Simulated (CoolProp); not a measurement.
Vapour-liquid equilibrium of C2F6 (R116) (1) + R134a (2) at 0.203 MPa; x and y are mole fractions of (1).

Computed with CoolProp (multi-fluid Helmholtz-energy mixture model, Lemmon 2006 and Tillner-Roth 1994; pair parameters Bell 2016).

Question: Give the bubble temperature and the first vapour's composition at x = 0.275, 0.425, 0.65. Is there an azeotrope?

Answer: x = 0.275: 215.4 K, y = 0.919; x = 0.425: 213.2 K, y = 0.932; x = 0.65: 212.3 K, y = 0.938. No azeotrope shows between x = 0.05 and 0.95.

Pair parameters are fitted to limited data, so mixtures are less certain than the pure fluids. With so large a gap from Raoult's law the liquid may split in two, which this calculation doesn't test in full.
